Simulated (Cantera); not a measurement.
Standard-state values (1 bar) from the NASA 1993 polynomials, evaluated with Cantera. Values are per mole of reaction as written; species without (g) are pure solids or liquids, kept so even where they would boil at 1 bar.

Question: Between 825 and 1325 K, where is each reaction favourable under standard conditions?
- CaCl2 + H2(g) = Ca + 2 HCl(g)

Answer: 
- CaCl2 + H2(g) = Ca + 2 HCl(g): ΔG° is 468 kJ at 825 K and 395 kJ at 1325 K; it stays positive (K < 1). ΔH° is 569 kJ and ΔS° 132 J/K at 1325 K.
